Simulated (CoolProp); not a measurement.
Values from CoolProp's reference Helmholtz-energy equation of state, de Reuck 1993.

Question: For methanol, give the phase and the cp (kJ/(kg K)), Joule-Thomson coefficient (K/MPa) at 346.85 °C and 0.548 MPa; 346.85 °C and 2.74 MPa.

Answer: 
- 346.85 °C and 0.548 MPa: gas; cp 2.18, Joule-Thomson coefficient 3.53
- 346.85 °C and 2.74 MPa: gas; cp 2.39, Joule-Thomson coefficient 3.94
